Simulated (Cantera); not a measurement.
A closed system holds: 1 mol CH4, 0.14 mol H2O, a varied amount of H2, held at 823 K and 100 Torr.

Method: chemical equilibrium by Gibbs-energy minimisation in Cantera with the NASA 1993 tables (ideal gas, pure condensed phases). Candidate condensed phases: C, C6H6, C7H8, C8H18, H2O; 110 gas species. The numbers say what is thermodynamically allowed, not how fast it happens.

x: gas mole fraction; n: condensed amount in mol.

| n(H2) (mol) | x H2 | x CH4 | x H2O | x CO | x CO2 | n C(graphite) |
|---|---|---|---|---|---|---|
| 1.7 | 0.868 | 0.0938 | 0.0222 | 0.0145 | 0.00134 | 0.610 |
| 2.5 | 0.873 | 0.0949 | 0.0187 | 0.0121 | 0.000936 | 0.537 |
| 3.6 | 0.878 | 0.0959 | 0.0153 | 0.00989 | 0.000625 | 0.437 |
| 5.4 | 0.883 | 0.0970 | 0.0119 | 0.00761 | 0.000370 | 0.273 |
| 7.9 | 0.887 | 0.0979 | 0.00903 | 0.00577 | 0.000212 | 0.0449 |
| 12 | 0.917 | ___ | ___ | ___ | ___ | 0 |
| 17 | 0.939 | 0.0532 | 0.00589 | 0.00172 | 3.91e-5 | 0 |
| 26 | 0.959 | 0.0360 | 0.00432 | 0.000803 | 1.31e-5 | 0 |
| 38 | 0.971 | ___ | ___ | ___ | ___ | 0 |
| 56 | 0.980 | 0.0173 | 0.00226 | 0.000189 | 1.57e-6 | 0 |

Task: Some entries are withheld; supply them.

Result: 
- 38, x CH4: 0.0251
- 38, x H2O: 0.00317
- 38, x CO: 0.000396
- 38, x CO2: 4.67e-6
- 12, x CH4: 0.0724
- 12, x H2O: 0.00729
- 12, x CO: 0.00312
- 12, x CO2: 8.96e-5
